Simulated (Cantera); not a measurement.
A closed system holds: 1 mol FeS2, 3.5 mol SO3, 3.3 mol H2O, equilibrated at 1375 °C and 495 Torr.

Cantera equilibrium calculation (NASA polynomials, part measured and part estimated; ideal gas, pure solids and liquids). The tables' stoichiometric FeO is somewhat more stable than real wüstite, so its field is too wide. FeO: taken at fixed stoichiometry. The numbers say what is thermodynamically allowed, not how fast it happens.

```json
[
 {"species": "SO2", "before": "0.568", "after": "0.565"},
 {"species": "H2O", "before": "0.367", "after": "0.385"},
 {"species": "S2", "before": "0.0322", "after": "0.0341"},
 {"species": "H2", "before": "0.0175", "after": "0.00243"},
 {"species": "SO", "before": "0.00728", "after": "0.000204"},
 {"species": "H2S", "before": "0.00483", "after": "0.0100"},
 {"species": "Fe(OH)2", "before": "2.06e-5", "after": "5.66e-8"},
 {"species": "H", "before": "1.45e-5", "after": "7.15e-9"},
 {"species": "OH", "before": "1.37e-5", "after": "7.81e-9"},
 {"species": "S", "before": "4.29e-5", "after": "7.28e-8"},
 {"species": "SH", "before": "0.000656", "after": "2.80e-5"},
 {"species": "S2O", "before": "0.00251", "after": "0.00293"},
 {"species": "FeO(s), mol", "before": "1.000", "after": "0"},
 {"species": "FeS(s), mol", "before": "0", "after": "0.106"},
 {"species": "Fe3O4(s), mol", "before": "0", "after": "0.298"}
]
```
Gas species are given as mole fractions.

Q: What was changed between the two runs?
A) temperature from 1375 °C to 800 °C
B) temperature from 1375 °C to 802 °C
C) temperature from 1375 °C to 900 °C
D) SO3 from 3.5 to 0.83 mol

A: C, temperature from 1375 °C to 900 °C. Mutual solubility and eutectic melting of coexisting phases are not modelled. FeS: taken at fixed stoichiometry. Gases not in the tables: S3 to S7
